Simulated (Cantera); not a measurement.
A jet of 1.45 % CH4, 16.6 % O2, 82.0 % N2 at 300 K and 0.220 bar hits a platinum plate 2.1 cm away at a mass flux of 0.17 kg/m²/s; the plate temperature is set and raised in steps from an oxygen-covered start.

Model: Deutschmann's 1995 Pt surface mechanism with GRI-Mech 3.0 gas chemistry, integrated in Cantera. Catalytic surfaces can have several steady states; this one follows from the mechanism file's or the stated starting coverage.

x: mole fraction at the wall; θ: surface coverage.

| plate T (K) | wall x CH4 | wall x O2 | wall x H2O | wall x OH | wall x CO | wall x CO2 | θ free Pt | θ O* | θ OH* |
|---|---|---|---|---|---|---|---|---|---|
| 950 | 0.01000 | 0.156 | 0.00842 | 4.02e-8 | 4.35e-6 | 0.00552 | 0.197 | 0.802 | 0.000931 |
| 1000 | 0.00803 | 0.152 | 0.0120 | 1.16e-7 | 4.68e-6 | 0.00792 | 0.257 | 0.742 | 0.00102 |
| 1050 | (withheld) | 0.149 | (withheld) | (withheld) | 4.84e-6 | (withheld) | (withheld) | (withheld) | 0.00103 |
| 1100 | 0.00501 | 0.146 | 0.0176 | 6.71e-7 | 4.96e-6 | 0.0116 | 0.382 | 0.617 | 0.000990 |
| 1150 | (withheld) | 0.144 | 0.0193 | (withheld) | 5.10e-6 | 0.0127 | (withheld) | (withheld) | 0.000923 |
| 1200 | 0.00330 | 0.142 | 0.0206 | 2.66e-6 | 5.32e-6 | 0.0136 | 0.502 | 0.497 | 0.000843 |

Complete the blanks.


- 1050, wall x CH4: 0.00633
- 1050, wall x H2O: 0.0152
- 1050, wall x OH: 2.95e-7
- 1050, wall x CO2: 0.00997
- 1050, θ free Pt: 0.319
- 1050, θ O*: 0.680
- 1150, wall x CH4: 0.00402
- 1150, wall x OH: 1.39e-6
- 1150, θ free Pt: 0.443
- 1150, θ O*: 0.556
